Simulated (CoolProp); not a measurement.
Saturated liquid density (kg/m³) of acetone: the reference equation beside estimates from Tc = 508.1 K, pc = 4.692 MPa, ω = 0.307.

The numbers come from the reference Helmholtz-energy equation of state, Lemmon 2006 in CoolProp. It is a short technical equation, of lower accuracy than the large ones.

```
T (K)  reference  van der Waals  Peng-Robinson
-----  ---------  -------------  -------------
340.6      735.3          377.5          651.2
354.6      718.0          368.9          635.7
368.5      700.0          359.9          619.0
382.4      681.2          350.4          600.8
396.4      661.3          340.2          580.8
410.3      640.1          329.4          558.9
424.2      617.4          317.8          534.6
438.1      592.7          305.0          507.3
```

Absolute difference from the reference over all 8 rows, mean and median: van der Waals 48.6 and 48.6 %, Peng-Robinson 12.4 and 12.0 %.
